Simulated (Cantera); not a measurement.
What does this Cantera script print?

```python
import numpy as np
import cantera as ct

gas = ct.Solution("gri30.yaml")
gas.TP = 300, 100000
flame = ct.CounterflowDiffusionFlame(gas, width=0.02)
flame.fuel_inlet.X, flame.fuel_inlet.T = {'CH4': 1, 'C2H6': 0.35, 'C3H8': 0.71, 'N2': 1.3}, 325
flame.oxidizer_inlet.X, flame.oxidizer_inlet.T = {'O2': 0.18, 'N2': 0.82}, 450
flame.set_refine_criteria(ratio=3, slope=0.12, curve=0.24, prune=0.03)
show = ['OH', 'H', 'NO', 'CO', 'C2H2']

rows = []
print(f"{'mdot':>8s}{'a_max':>10s}{'a_mean':>10s}{'Tmax/K':>9s}" + "".join(f"{s:>11s}" for s in show) + "   (peak mole fractions)")
for i, mdot in enumerate([0.25, 0.31, 0.38, 0.47, 0.57, 0.7, 0.87, 1.1, 1.3, 1.6]):  # kg/m2/s on the oxidiser side
    flame.oxidizer_inlet.mdot, flame.fuel_inlet.mdot = mdot, 1.1 * mdot
    flame.solve(loglevel=0, auto=(i == 0))
    if flame.T.max() < max(325, 450) + 100:
        print(f"{mdot:8.3g}  no burning solution found from the previous one")
        break
    dT = np.abs(np.gradient(flame.T, flame.grid))
    rows.append([flame.strain_rate("max"), flame.strain_rate("mean"), flame.T.max(),
                 *(flame.X[gas.species_index(s)].max() for s in show), max(dT[0], dT[-1]) / dT.max()])
    print(f"{mdot:8.3g}{rows[-1][0]:10.1f}{rows[-1][1]:10.1f}{rows[-1][2]:9.1f}" + "".join(f"{x:11.3e}" for x in rows[-1][3:-1]))
```

Result:

```
    mdot     a_max    a_mean   Tmax/K         OH          H         NO         CO       C2H2   (peak mole fractions)
    0.25     160.2      29.5   1882.0  4.317e-03  2.776e-03  1.415e-04  3.773e-02  1.738e-02
    0.31     194.3      36.6   1870.0  4.300e-03  2.876e-03  1.318e-04  3.806e-02  1.648e-02
    0.38     233.6      44.9   1858.5  4.260e-03  2.963e-03  1.218e-04  3.841e-02  1.561e-02
    0.47     283.4      55.5   1846.7  4.209e-03  3.047e-03  1.110e-04  3.883e-02  1.470e-02
    0.57     337.9      67.3   1836.1  4.156e-03  3.117e-03  1.008e-04  3.931e-02  1.389e-02
     0.7     407.9      82.6   1822.3  4.062e-03  3.167e-03  8.848e-05  3.981e-02  1.286e-02
    0.87     497.8     102.7   1806.7  3.936e-03  3.192e-03  7.510e-05  4.047e-02  1.173e-02
     1.1     617.0     129.9   1787.3  3.752e-03  3.175e-03  6.013e-05  4.136e-02  1.040e-02
     1.3     718.5     153.5   1770.9  3.582e-03  3.123e-03  4.920e-05  4.211e-02  9.349e-03
     1.6     867.9     188.9   1744.9  3.286e-03  2.972e-03  3.507e-05  4.318e-02  7.800e-03
```

Detailed kinetics in Cantera: GRI-Mech 3.0 (53 species, 325 reactions). GRI-Mech 3.0 was tuned for natural gas; its chemistry of propane as a main component is partial and can be far from experiment. GRI-Mech 3.0 has no aromatics or soot, which form on the fuel side of real flames. The maximum strain rate includes the flame's own expansion and is several times the mean.
